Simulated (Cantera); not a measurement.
Cantera with NASA thermochemical tables; ideal gases at 1 bar, condensed phases pure. Values are per mole of reaction as written; species without (g) are pure solids or liquids, kept so even where they would boil at 1 bar.

Question: Between 300 and 1925 K, where is each reaction favourable under standard conditions?
- Sr(OH)₂ + Sr = 2 H(g) + 2 SrO
- Cl₂(g) + Sr(OH)₂ = 2 HCl(g) + 2 O(g) + Sr

Answer: 
- Sr(OH)₂ + Sr = 2 H(g) + 2 SrO: ΔG° is 164 kJ at 300 K and -99 kJ at 1925 K; it changes sign between 300 and 1425 K. ΔH° is 155 kJ and ΔS° 132 J/K at 1925 K.
- Cl₂(g) + Sr(OH)₂ = 2 HCl(g) + 2 O(g) + Sr: ΔG° is 1153 kJ at 300 K and 517 kJ at 1925 K; it stays positive (K < 1). ΔH° is 1205 kJ and ΔS° 358 J/K at 1925 K.
